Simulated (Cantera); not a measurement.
Input: 1 mol SiCl4, 3.3 mol NH3, 39 mol H2, equilibrated at 1275 K and 1.50 Torr.

These are equilibrium values from Cantera (NASA tables, ideal gas, pure condensed phases), not measurements of a reactor. Candidate condensed phases: NH4Cl, Si, Si3N4; 28 gas species. The tables' values for SiCl3 are old estimates; treat these amounts as uncertain. Rates play no part.

Base state: H2 0.894, HCl 0.0837, N2 0.0214, SiCl2 0.000665, SiCl3 3.64e-5, H 1.56e-5, SiCl4 1.30e-5 (mole fractions); condensed: Si3N4(s).

What changes in the equilibrium state with this change: temperature from 1275 K to 1500 K?


| species | before | after |
|---|---|---|
| H2 | 0.894 | 0.898 |
| HCl | 0.0837 | 0.0609 |
| N2 | 0.0214 | 0.0286 |
| SiCl2 | 0.000665 | 0.0117 |
| H | 1.56e-5 | 0.000373 |
| Cl | 1.24e-6 | 2.04e-5 |
| SiCl4 | 1.30e-5 | 1.90e-6 |
| Si3N4(s), mol | 0.322 | 0.147 |
